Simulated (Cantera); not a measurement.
# Transport properties of process gases

Gas mixture: 84.3 % NO, 15.7 % CO₂, at 0.150 Torr, frozen composition.

Cantera's kinetic-theory transport with the Lennard-Jones parameters of GRI-Mech 3.0, ideal gas; thermal conductivity in the mixture-averaged form. The composition is frozen, though it would react at the higher temperatures.

| T (K) | ρ (kg/m³) | cp (J/kg/K) | μ (µPa s) | λ (mW/m/K) | Pr | D (cm²/s) N₂ | D (cm²/s) H₂O | D (cm²/s) CO₂ |
|---|---|---|---|---|---|---|---|---|
| 400 | 0.000194 | 985.5 | 22.5 | 31.2 | 0.710 | 1650 | 1870 | 1320 |
| 650 | 0.000119 | 1065 | 31.9 | 47.7 | 0.711 | 3780 | 4640 | 3100 |
| 900 | 8.61e-5 | 1133 | 39.8 | 63.0 | 0.715 | 6540 | 8320 | 5400 |
| 1150 | 6.74e-5 | 1178 | 46.8 | 77.0 | 0.716 | 9840 | 12800 | 8170 |
| 1400 | 5.53e-5 | 1209 | 53.2 | 90.0 | 0.715 | 13700 | 17900 | 11400 |
| 1650 | 4.70e-5 | 1233 | 59.3 | 102 | 0.715 | 17900 | 23700 | 14900 |
| 1900 | 4.08e-5 | 1250 | 65.0 | 114 | 0.715 | 22700 | 30100 | 18900 |
| 2150 | 3.60e-5 | 1263 | 70.4 | 124 | 0.715 | 27800 | 37000 | 23200 |
| 2400 | 3.23e-5 | 1272 | 75.6 | 135 | 0.715 | 33400 | 44500 | 27800 |
D: mixture-averaged diffusion coefficient of that species in the mixture.
